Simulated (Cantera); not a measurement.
A freely propagating, adiabatic, planar premixed flame of 19.9 % H₂, 16.8 % O₂, 63.3 % N₂, equivalence ratio 0.59, unburnt at 600 K and 0.138 atm; multicomponent transport, grid criteria slope 0.08 and curve 0.16, no radiation.

Computed with Cantera and the H2/O2 subset of GRI-Mech 3.0, which has no nitrogen chemistry. Burning velocities carry a grid error of a few per cent, more on coarse grids. Lean hydrogen flames are cellular in practice and burn faster than this planar one.

x: mole fraction of selected species; z is measured from the peak of heat release.

```csv
z (mm),T (K),u (m/s),x H₂,x O₂,x H,x H₂O,x HO₂,x H₂O₂
-17.4,600,4.21,0.199,0.168,<1e-8,<1e-8,<1e-8,<1e-8
-11.6,600,4.21,0.199,0.168,<1e-8,<1e-8,<1e-8,<1e-8
-8.72,600,4.21,0.199,0.168,<1e-8,<1e-8,<1e-8,<1e-8
-5.81,600,4.21,0.199,0.168,2.52e-7,1.14e-7,8.88e-7,<1e-8
-2.91,611,4.28,0.196,0.168,0.000287,0.000834,5.71e-5,1.06e-6
-1.45,731,5.05,0.174,0.165,0.00551,0.0126,3.94e-5,1.21e-6
0,1054,7.08,0.0837,0.132,0.0325,0.0837,1.99e-5,9.68e-7
1.45,1307,8.69,0.0230,0.0897,0.0426,0.155,1.13e-5,1.17e-6
2.91,1428,9.43,0.0167,0.0821,0.0357,0.169,8.74e-6,8.62e-7
5.81,1559,10.2,0.0154,0.0792,0.0258,0.177,6.79e-6,5.03e-7
11.6,1692,11.0,(withheld),0.0770,(withheld),0.186,(withheld),(withheld)
23.2,1813,11.7,(withheld),0.0756,(withheld),0.195,(withheld),(withheld)
46.5,1914,12.2,0.00627,0.0750,0.00402,0.203,2.39e-6,8.32e-8
```

Problem. What belongs in the gaps?

Solution. 
- 11.6, x H₂: 0.0131
- 11.6, x H: 0.0165
- 11.6, x HO₂: 5.12e-6
- 11.6, x H₂O₂: 2.61e-7
- 23.2, x H₂: 0.00983
- 23.2, x H: 0.00900
- 23.2, x HO₂: 3.64e-6
- 23.2, x H₂O₂: 1.41e-7
